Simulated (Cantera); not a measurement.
Mixture: CH4 : O2 : N2 = 1 : 2 : 7.52 (molar parts), at 2250 Torr, adiabatic and at constant pressure. Ignition delay is the time to a rise of 400 K.

Computed with Cantera and GRI-Mech 3.0 (53 species, 325 reactions).

| quantity | before | after |
|---|---|---|
| delay at 1048 K | 0.151 s | 0.146 s |
| delay at 1098 K | 70.5 ms | 67.9 ms |
| delay at 1148 K | 34.3 ms | 32.8 ms |
| delay at 1198 K | 17.2 ms | 16.4 ms |
| delay at 1248 K | 8.95 ms | 8.49 ms |
| delay at 1298 K | 4.79 ms | 4.53 ms |
| apparent activation energy between 1198 and 1298 K | 170 kJ/mol | 170 kJ/mol |

### Question
Name the change that produced these shifts.
(A) CH4 1 to 2.6 parts
(B) pressure from 2250 Torr to 760 Torr
(C) constant volume in place of constant pressure
(D) pressure from 2250 Torr to 375 Torr

### Answer
C, constant volume in place of constant pressure
